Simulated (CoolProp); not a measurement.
c-C4F8 (RC318) at several states: Z from the reference equation and from simpler models built on Tc = 388.4 K, pc = 27.78 bar, ω = 0.355; each cubic takes its own stable root.

The numbers come from the reference Helmholtz-energy equation of state, Platzer 1990 in CoolProp. This equation is an older, rougher fit; its heat capacities, sound speeds and derivatives of the liquid may be far off and weren't checked against measurements.

```tsv
T (K)	p (bar)	phase	reference
371	38.6	liquid	0.2138
323	0.464	gas	0.9897
457.1	0.161	gas	0.9989
383.7	1.06	gas	0.9868
381.8	2.24	gas	0.9712
379.1	2.58	gas	0.9659
```

**Question.** How far does each simpler model (van der Waals, Redlich-Kwong, Soave-Redlich-Kwong, Peng-Robinson) lie from the reference over these 6 states: mean and median of the absolute difference, and the worst?

**Answer.** 
- van der Waals: mean 8.3 %, median 0.3 %, worst +48.5 % at 371 K and 38.6 bar
- Redlich-Kwong: mean 2.8 %, median 0.1 %, worst +16.5 % at 371 K and 38.6 bar
- Soave-Redlich-Kwong: mean 2.2 %, median 0.1 %, worst +12.7 % at 371 K and 38.6 bar
- Peng-Robinson: mean 0.3 %, median 0.3 %, worst -0.5 % at 379.1 K and 2.58 bar
